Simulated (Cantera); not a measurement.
A closed system holds: 1 mol CH3Cl, 0.009 mol CH4, 3.1 mol H2, equilibrated at 1.00 Torr.

Method: chemical equilibrium by Gibbs-energy minimisation in Cantera with the NASA 1993 tables (ideal gas, pure condensed phases). Candidate condensed phases: C, C6H6, C7H8, C8H18; 91 gas species. The numbers say what is thermodynamically allowed, not how fast it happens.

x: gas mole fraction; n: condensed amount in mol.

```csv
T (K),x H2,x H,x HCl,x Cl,x C2H2 (acetylene),x C2H,x C3,n C(graphite)
2023,0.764,0.0455,0.182,0.00805,?,8.21e-7,3.64e-8,1.00
2073,0.749,0.0623,0.177,0.0109,?,1.82e-6,1.18e-7,0.999
2123,0.729,0.0839,0.171,0.0145,?,3.85e-6,3.59e-7,0.996
2173,0.705,0.111,0.164,0.0188,?,7.86e-6,1.04e-6,0.992
2223,0.675,0.144,0.155,0.0240,?,1.54e-5,2.87e-6,0.987
2273,0.639,0.184,0.144,0.0300,?,2.92e-5,7.57e-6,0.981
2323,0.597,0.230,0.133,0.0367,?,5.34e-5,1.91e-5,0.974
2373,0.550,0.284,0.119,0.0440,?,9.42e-5,4.63e-5,0.965
```

Fill in the missing entries.


- 2023, x C2H2 (acetylene): 0.000682
- 2073, x C2H2 (acetylene): 0.000917
- 2123, x C2H2 (acetylene): 0.00121
- 2173, x C2H2 (acetylene): 0.00156
- 2223, x C2H2 (acetylene): 0.00196
- 2273, x C2H2 (acetylene): 0.00241
- 2323, x C2H2 (acetylene): 0.00289
- 2373, x C2H2 (acetylene): 0.00338
